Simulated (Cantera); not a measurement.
An isothermal, constant-pressure homogeneous reactor starts with CH4 : H2O = 1 : 3.8 (molar parts), at 1350 K and 7500 Torr.

Cantera simulation using GRI-Mech 3.0 (53 species, 325 reactions); the numbers are that mechanism's predictions, not measurements.

Task: Predict: x(CH4) at 40.0 s; x(H2O) at 40.0 s; x(CH2CO) at 40.0 s; x(CH3) at 40.0 s; x(CH2O) at 40.0 s.

Result: 
```json
{
  "x(CH4) at 40.0 s": "0.138 (gas-phase equilibrium 0.000103)",
  "x(H2O) at 40.0 s": "0.656 (gas-phase equilibrium 0.371)",
  "x(CH2CO) at 40.0 s": "9.67e-7 (gas-phase equilibrium 1.12e-10)",
  "x(CH3) at 40.0 s": "5.14e-6 (gas-phase equilibrium 2.23e-9)",
  "x(CH2O) at 40.0 s": "4.27e-7 (gas-phase equilibrium 2.34e-7)"
}
```
